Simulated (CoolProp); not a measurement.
Vapour-liquid equilibrium of p-xylene (1) + n-undecane (2) at 381.8 K; x and y are mole fractions of (1).

Model: multi-fluid Helmholtz-energy mixture model, Zhou 2012 and Aleksandrov 2011; pair parameters Bell 2016, in CoolProp.

```
x     bubble pressure (MPa)  y at the bubble point  dew pressure at overall composition x (MPa)  liquid density (mol/L)
----  ---------------------  ---------------------  -------------------------------------------  ----------------------
0.05               0.008093                  0.250                                     0.006659                   4.399
0.2                 0.01332                  0.614                                     0.007682                   4.716
0.35                0.01865                  0.775                                     0.009075                   5.074
0.5                 0.02406                  0.865                                      0.01108                   5.482
0.65                0.02956                  0.923                                      0.01424                   5.950
0.8                 0.03513                  0.963                                      0.01989                   6.492
0.95                0.04074                  0.992                                      0.03307                   7.127
```

No azeotrope shows between x = 0.05 and 0.95.

Pair parameters are fitted to limited data, so mixtures are less certain than the pure fluids.
